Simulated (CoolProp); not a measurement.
A single-stage vapour-compression cycle with R134a: evaporating at 311.15 K (dew point), condensing at 360.15 K (bubble point), superheat 2 K, subcooling 0 K, compressor efficiency 0.65, no pressure losses. Each further row changes one setting.

Computed with CoolProp (reference Helmholtz-energy equation of state, Tillner-Roth 1994).

```
case                              cooling COP  pressure ratio  discharge temperature (K)  refrigerating effect (kJ/kg)  volumetric capacity (kJ/m³)
--------------------------------  -----------  --------------  -------------------------  ----------------------------  ---------------------------
as stated                                2.40            3.17                      375.7                          84.4                         3940
evaporating temperature 316.15 K         2.81            2.77                      374.3                          86.7                         4650
condensing temperature 355.15 K          2.94            2.85                      369.5                          94.5                         4410
subcooling 5 K                           2.71            3.17                      375.7                          95.5                         4450
superheat 12 K                           2.51            3.17                      385.1                          95.3                         4170
compressor efficiency 0.55               2.03            3.17                      380.0                          84.4                         3940
```
